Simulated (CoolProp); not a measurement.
Properties of hydrogen chloride along the isotherm 396.85 °C (Tc = 51.5 °C, pc = 8.314 MPa, ω = 0.130).

Model: reference Helmholtz-energy equation of state, Thol 2018, in CoolProp.

```tsv
p (MPa)	phase	cv (kJ/(kg K))	expansivity (1/kK)	fugacity coefficient
7.56	gas	0.5986	1.679	0.9766
15.1	supercritical	0.6062	1.827	0.9579
22.7	supercritical	0.6140	___	___
30.2	supercritical	0.6219	1.997	0.9327
37.8	supercritical	0.6302	2.030	0.9253
45.3	supercritical	0.6386	2.032	0.9209
52.9	supercritical	0.6472	2.007	0.9191
60.5	supercritical	0.6557	1.961	0.9198
68	supercritical	___	___	0.9226
75.6	supercritical	0.6715	1.827	0.9276
83.1	supercritical	0.6786	___	___
```

Question: Complete the blanks.

Answer: 
- 22.7, expansivity (1/kK): 1.932
- 22.7, fugacity coefficient: 0.9433
- 68, cv (kJ/(kg K)): 0.6637
- 68, expansivity (1/kK): 1.899
- 83.1, expansivity (1/kK): 1.751
- 83.1, fugacity coefficient: 0.9344
